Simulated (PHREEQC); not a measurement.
A solution holds 0.25 mol/kgw HF and 0.0046 mol/kgw NaF, at 88 °C. Closed to the air; pH follows from the charge balance.

Computed with PHREEQC (ion-association model, phreeqc.dat).

```csv
quantity,before,after
pH,2.12,3.24
ionic strength (mol/kgw),0.0132,0.000646
HF (mol/kgw),0.235,0.00189
F- (mol/kgw),0.00667,0.000640
HF2- (mol/kgw),0.00653,5.06e-6
```

### Question
Which change was made?
A) diluted 2-fold with water
B) HF left out
C) NaF left out
D) diluted 100-fold with water
E) temperature from 88 to 25 °C

### Answer
D, diluted 100-fold with water

No solid was allowed to form. Away from 25 °C the constants follow the database's enthalpies or fits; those with neither stay at their 25 °C values.
